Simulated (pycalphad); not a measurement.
Computed with pycalphad from the COST 507 light-alloy database (1999), at 1 atm. The database dates from 1999; later assessments differ in places, in temperatures and in the compounds included. Phase fractions are per mole of atoms.

**Question.** Compare equilibrium and Scheil-Gulliver solidification of Hf-4.42C (at.%).

**Answer.** Both start at the liquidus, 2577 K. In full equilibrium the last liquid goes at 2513 K (range 64 K), and at 2500 K the alloy holds HCP_A3. With no diffusion in the solid (Scheil-Gulliver, steps of 4 K) the liquid lasts to an invariant point at 2479 K (range 98 K), where the last 0.23 of it freezes; the solid then holds HCP_A3 0.85, BCC_A2 0.15.

```tsv
last step ahead of the change, T (K)	liquid left there	liquid composition there (at.%)	solids forming below it
2577	1.00	4.4 C	HCP_A3
2479	0.23	1.4 C	BCC_A2 + HCP_A3
```
Solids once formed stay as they are in this model, so peritectic reactions do not proceed; the changes are located to one step. Interstitial elements diffuse fast in the metal, so real castings lie closer to equilibrium.

BCC_A2 is bcc; HCP_A3 is hcp.
